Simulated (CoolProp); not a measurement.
Vapour-liquid equilibrium of propane (1) + n-pentane (2) at 7.24 kPa; x and y are mole fractions of (1).

Values from CoolProp's multi-fluid Helmholtz-energy mixture model, Lemmon 2009 and Thol 2019; pair parameters Kunz 2012.

| x | bubble temperature (°C) | y at the bubble point | dew temperature at overall composition x (°C) | liquid density (mol/L) |
|---|---|---|---|---|
| 0.05 | -47.7 | 0.788 | -24.9 | 9.655 |
| 0.15 | -64.9 | 0.950 | -26.8 | 10.12 |
| 0.25 | -72.0 | 0.976 | -28.9 | 10.52 |
| 0.35 | -76.2 | 0.986 | -31.2 | 10.93 |
| 0.45 | -79.1 | 0.991 | -33.9 | 11.38 |
| 0.55 | -81.4 | 0.994 | -36.9 | 11.87 |
| 0.65 | -83.3 | 0.996 | -40.7 | 12.39 |
| 0.75 | -84.9 | 0.997 | -45.4 | 12.94 |
| 0.85 | -86.4 | 0.998 | -52.2 | 13.50 |
| 0.95 | -87.8 | 1.000 | -64.9 | 14.06 |

No azeotrope shows between x = 0.05 and 0.95.

The pair parameters rest on a limited set of measurements; away from them the model extrapolates.
